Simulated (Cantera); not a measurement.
Input (Python, Cantera):

```python
import numpy as np
import cantera as ct

gas = ct.Solution("h2o2.yaml")
gas.TPX = 350, 270000, {'H2': 1, 'O2': 0.294, 'N2': 1.11}
flame = ct.FreeFlame(gas, width=0.02)
flame.set_refine_criteria(ratio=3, slope=0.08, curve=0.16)
flame.transport_model = "mixture-averaged"
flame.solve(loglevel=0, auto=True)
z, T = flame.grid, flame.T
thick = (T[-1] - T[0]) / np.gradient(T, z).max()
show = ['H2', 'O2', 'HO2', 'H2O', 'H', 'O']
print(f"laminar burning velocity  {flame.velocity[0] * 100:.3f} cm/s")
print(f"burnt temperature         {T[-1]:.1f} K")
print(f"thermal thickness         {thick * 1e3:.4f} mm")
print(f"grid points               {len(z)}")
z0 = z[flame.heat_release_rate.argmax()]
print(f"{'z/mm':>9s}{'T/K':>9s}{'u/(m/s)':>9s}" + "".join(f"{s:>11s}" for s in show))
rows = []
for k in (-3, -2, -1.5, -1, -0.5, -0.25, 0, 0.25, 0.5, 1, 2, 4, 8):
    zz = z0 + k * thick
    rows.append([k * thick, np.interp(zz, z, T), np.interp(zz, z, flame.velocity),
                 *(np.interp(zz, z, flame.X[gas.species_index(s)]) for s in show)])
    print(f"{rows[-1][0] * 1e3:9.3f}{rows[-1][1]:9.1f}{rows[-1][2]:9.3f}" + "".join(f"{x:11.3e}" for x in rows[-1][3:]))
```

It prints:

```
laminar burning velocity  395.943 cm/s
burnt temperature         2207.5 K
thermal thickness         0.0960 mm
grid points               112
     z/mm      T/K  u/(m/s)         H2         O2        HO2        H2O          H          O
   -0.288    350.0    3.959  4.160e-01  1.223e-01  5.650e-12  5.799e-11  2.102e-16  1.412e-12
   -0.192    350.0    3.959  4.160e-01  1.223e-01  5.238e-10  4.507e-09  1.515e-14  6.931e-11
   -0.144    350.0    3.960  4.159e-01  1.223e-01  9.197e-09  7.055e-08  3.987e-13  8.031e-10
   -0.096    350.6    3.963  4.155e-01  1.224e-01  3.699e-07  2.386e-06  8.206e-11  1.719e-08
   -0.048    389.0    4.338  4.060e-01  1.239e-01  1.873e-04  8.956e-04  4.019e-06  2.830e-06
   -0.024    690.5    7.431  3.685e-01  1.181e-01  6.749e-04  2.358e-02  2.506e-03  1.652e-04
    0.000   1132.7   11.836  3.001e-01  9.154e-02  2.531e-04  8.792e-02  1.907e-02  1.464e-03
    0.024   1451.9   15.000  2.278e-01  4.881e-02  1.127e-04  1.708e-01  4.202e-02  3.235e-03
    0.048   1630.1   16.767  1.850e-01  1.899e-02  4.180e-05  2.266e-01  5.463e-02  2.903e-03
    0.096   1782.3   18.218  1.665e-01  2.971e-03  6.282e-06  2.584e-01  5.401e-02  1.624e-03
    0.192   1904.4   19.319  1.709e-01  7.296e-04  1.653e-06  2.654e-01  4.174e-02  9.907e-04
    0.384   2009.3   20.234  1.775e-01  3.611e-04  8.573e-07  2.695e-01  2.896e-02  5.324e-04
    0.768   2091.3   20.929  1.828e-01  1.576e-04  4.022e-07  2.731e-01  1.852e-02  2.354e-04
```

Detailed kinetics in Cantera: the H2/O2 subset of GRI-Mech 3.0, which has no nitrogen chemistry. The hydrogen kinetics of GRI-Mech 3.0 are dated; newer H2 mechanisms differ, most at raised pressure. Burning velocities carry a grid error of a few per cent, more on coarse grids.
